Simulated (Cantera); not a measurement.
A perfectly stirred reactor is fed with 47.6 % C2H6, 52.4 % N2, at 37000 Pa; it is held at 1400 K, and followed from long to short residence time.

Detailed kinetics in Cantera: GRI-Mech 3.0 (53 species, 325 reactions). GRI-Mech 3.0 stops at C3 and has no aromatics, soot or wall deposition, so with more carbon than oxygen in the feed, carbon stays in small species such as C2H2 where larger ones or solid carbon would form.

x: mole fraction; the columns are a selection and need not sum to one.

```json
[
 {"τ (s)": "0.52", "x C2H6": "0.00124", "x CH2": "?", "x H2": "0.383", "x C2H2": "0.195", "x C2H4": "0.0343"},
 {"τ (s)": "0.34", "x C2H6": "0.00166", "x CH2": "?", "x H2": "0.381", "x C2H2": "0.193", "x C2H4": "0.0377"},
 {"τ (s)": "0.23", "x C2H6": "0.00219", "x CH2": "?", "x H2": "0.377", "x C2H2": "0.189", "x C2H4": "0.0417"},
 {"τ (s)": "0.15", "x C2H6": "0.00299", "x CH2": "?", "x H2": "0.372", "x C2H2": "0.184", "x C2H4": "0.0473"},
 {"τ (s)": "0.10", "x C2H6": "0.00406", "x CH2": "?", "x H2": "0.366", "x C2H2": "0.178", "x C2H4": "0.0542"},
 {"τ (s)": "0.068", "x C2H6": "0.00548", "x CH2": "?", "x H2": "0.358", "x C2H2": "0.170", "x C2H4": "0.0624"},
 {"τ (s)": "0.046", "x C2H6": "0.00748", "x CH2": "?", "x H2": "0.348", "x C2H2": "0.161", "x C2H4": "0.0727"},
 {"τ (s)": "0.030", "x C2H6": "0.0106", "x CH2": "?", "x H2": "0.335", "x C2H2": "0.148", "x C2H4": "0.0862"},
 {"τ (s)": "0.020", "x C2H6": "0.0149", "x CH2": "?", "x H2": "0.321", "x C2H2": "0.134", "x C2H4": "0.101"},
 {"τ (s)": "0.014", "x C2H6": "0.0202", "x CH2": "?", "x H2": "0.307", "x C2H2": "0.120", "x C2H4": "0.115"},
 {"τ (s)": "0.0090", "x C2H6": "0.0297", "x CH2": "?", "x H2": "0.287", "x C2H2": "0.102", "x C2H4": "0.133"}
]
```

### Question
What belongs in the gaps?

### Answer

- 0.52, x CH2: 3.47e-9
- 0.34, x CH2: 4.52e-9
- 0.23, x CH2: 5.78e-9
- 0.15, x CH2: 7.58e-9
- 0.10, x CH2: 9.81e-9
- 0.068, x CH2: 1.26e-8
- 0.046, x CH2: 1.62e-8
- 0.030, x CH2: 2.13e-8
- 0.020, x CH2: 2.77e-8
- 0.014, x CH2: 3.50e-8
- 0.0090, x CH2: 4.65e-8
